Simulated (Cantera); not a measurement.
## Hydrocarbon pyrolysis for carbon deposition

A perfectly stirred reactor is fed with 35.7 % C3H8, 64.3 % H2, at 1.01 bar; it is held at 1875 K, and followed from long to short residence time.

Model: GRI-Mech 3.0 (53 species, 325 reactions), integrated in Cantera. GRI-Mech 3.0 was tuned for natural gas; its chemistry of propane as a main component is partial and can be far from experiment. GRI-Mech 3.0 stops at C3 and has no aromatics, soot or wall deposition, so with more carbon than oxygen in the feed, carbon stays in small species such as C2H2 where larger ones or solid carbon would form.

```tsv
τ (s)	x C3H8	x H2	x C2H2	x C2H	x CH4	x CH2	x C2H4
9.6	6.52e-8	0.732	0.254	2.31e-6	0.0112	1.56e-7	0.00266
1.9	3.27e-7	0.731	0.253	2.32e-6	0.0124	1.73e-7	0.00266
0.38	1.63e-6	0.727	0.252	2.34e-6	0.0172	2.40e-7	0.00267
0.074	8.34e-6	0.717	0.249	2.41e-6	0.0302	4.34e-7	0.00278
0.015	4.05e-5	0.698	0.242	2.59e-6	0.0549	8.80e-7	0.00344
0.0029	0.000198	0.669	0.231	3.03e-6	0.0911	1.94e-6	0.00646
0.00058	0.000885	0.634	0.212	3.78e-6	0.130	4.33e-6	0.0169
```
x: mole fraction; the columns are a selection and need not sum to one.
